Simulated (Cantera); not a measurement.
Charge: 1 mol Fe2O3, 0.098 mol SO3, 1.3 mol N2, 0.59 mol SO2, equilibrated at 700000 Pa.

These are equilibrium values from Cantera (NASA tables, ideal gas, pure condensed phases), not measurements of a reactor. Candidate condensed phases: Fe, FeO, FeS, FeSO4, FeS2, Fe2O3, Fe2(SO4)3, Fe3O4, S; 19 gas species. The numbers say what is thermodynamically allowed, not how fast it happens.

Question: At 627 °C, list the 3 most abundant gas species with their mole fractions, and the condensed phases.

Answer: N2 0.723, SO2 0.275, SO3 0.00144. Condensed: FeSO4(s) + Fe2O3(s).
